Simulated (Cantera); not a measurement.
A closed system holds: 1 mol SiC, 0.013 mol O2, 340 mol H2, at 140000 Pa.

Method: chemical equilibrium by Gibbs-energy minimisation in Cantera with the NASA 1993 tables (ideal gas, pure condensed phases). Candidate condensed phases: C, C6H6, C7H8, C8H18, H2O, Si, SiC, SiO2; 123 gas species. Rates play no part.

At 1500 K, list the 4 most abundant gas species with their mole fractions, and the condensed phases.

H2 1.000, SiO 6.62e-5, CH4 5.86e-5, H 1.49e-5. Condensed: SiC(s).
